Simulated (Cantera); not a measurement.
Source: NASA polynomial tables (part measured, part estimated), evaluated in Cantera. Values are per mole of reaction as written; species without (g) are pure solids or liquids, kept so even where they would boil at 1 bar.

V₂O₄ → O(g) + V₂O₃

```
T (K)  ΔH° (kJ)  ΔS° (J/K)  ΔG° (kJ)  log10 K  condensed phases
-----  --------  ---------  --------  -------  ----------------
300           ?          ?         ?        ?  V₂O₄(s), V₂O₃(s)
1675          ?          ?         ?        ?  V₂O₄(s), V₂O₃(s)
1725      449.9      131.9     222.4    -6.73  V₂O₄(s), V₂O₃(s)
1775          ?          ?         ?        ?  V₂O₄(s), V₂O₃(s)
1825      338.2       70.4     209.7    -6.00  V₂O₄(l), V₂O₃(s)
1875          ?          ?         ?        ?  V₂O₄(l), V₂O₃(s)
```

Q: Fill in the missing entries.

A: 
- 300, ΔH° (kJ): 457.6
- 300, ΔS° (J/K): 155.8
- 300, ΔG° (kJ): 410.9
- 300, log10 K: -71.54
- 1675, ΔH° (kJ): 449.6
- 1675, ΔS° (J/K): 131.7
- 1675, ΔG° (kJ): 229.0
- 1675, log10 K: -7.14
- 1775, ΔH° (kJ): 450.2
- 1775, ΔS° (J/K): 132.0
- 1775, ΔG° (kJ): 215.8
- 1775, log10 K: -6.35
- 1875, ΔH° (kJ): 336.8
- 1875, ΔS° (J/K): 69.6
- 1875, ΔG° (kJ): 206.2
- 1875, log10 K: -5.74
